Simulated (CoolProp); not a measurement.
Vapour-liquid equilibrium of methanol (1) + dimethyl carbonate (2) at 7.49 bar; x and y are mole fractions of (1).

Values from CoolProp's multi-fluid Helmholtz-energy mixture model, de Reuck 1993 and Zhou 2011; pair parameters Bell 2016.

| x | bubble temperature (K) | y at the bubble point | dew temperature at overall composition x (K) | liquid density (mol/L) |
|---|---|---|---|---|
| 0.05 | 433.6 | 0.178 | 439.8 | 9.835 |
| 0.15 | 422.1 | 0.397 | 435.0 | 10.57 |
| 0.25 | 414.8 | 0.527 | 429.9 | 11.32 |
| 0.35 | 409.9 | 0.614 | 424.7 | 12.13 |
| 0.45 | 406.4 | 0.678 | 419.1 | 13.02 |
| 0.55 | 403.9 | 0.730 | 413.5 | 14.04 |
| 0.65 | 402.0 | 0.778 | 407.9 | 15.21 |
| 0.75 | 400.6 | 0.826 | 403.1 | 16.58 |
| 0.85 | 399.5 | 0.883 | 400.1 | 18.20 |
| 0.95 | 398.9 | 0.954 | 398.9 | 20.12 |

No azeotrope shows between x = 0.05 and 0.95.

The pair parameters rest on a limited set of measurements; away from them the model extrapolates.
